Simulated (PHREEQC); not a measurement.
Reverse-osmosis permeate: speciation

A made-up water analysis in mmol/kgw, 36 °C, pH 5.95, pe 9.9:

```csv
constituent,mmol/kgw
Na,0.0515
K,0.018
Ca,0.0509
Mg,0.0144
Cl,0.05
S(6),0.0472
Alkalinity (meq/kgw),0.0565
F,0.000278
Li,0.00499
Cd,4.21e-05
Cu(2),0.000857
```

Valence states are taken as typed.

Computed with PHREEQC (ion-association model, phreeqc.dat).

The ionic strength is 0.000316 mol/kgw and the charge-balance error is 1.4 %.

```csv
species,molality,activity,log γ
CO2,0.000128,0.000128,0.000
HCO3-,5.75e-5,5.63e-5,-0.009
Na+,5.15e-5,5.04e-5,-0.009
Ca+2,5.05e-5,4.65e-5,-0.036
Cl-,5.00e-5,4.90e-5,-0.009
SO4-2,4.66e-5,4.29e-5,-0.036
K+,1.80e-5,1.76e-5,-0.009
Mg+2,1.42e-5,1.31e-5,-0.036
Li+,4.99e-6,4.89e-6,-0.009
H+,1.15e-6,1.12e-6,-0.009
Cu+2,7.98e-7,7.35e-7,-0.036
CaSO4,3.84e-7,3.84e-7,0.000
F-,2.77e-7,2.71e-7,-0.009
MgSO4,1.73e-7,1.73e-7,0.000
```

This is a speciation only: nothing precipitates in the calculation. Away from 25 °C the constants follow the database's enthalpies or fits; those with neither stay at their 25 °C values.
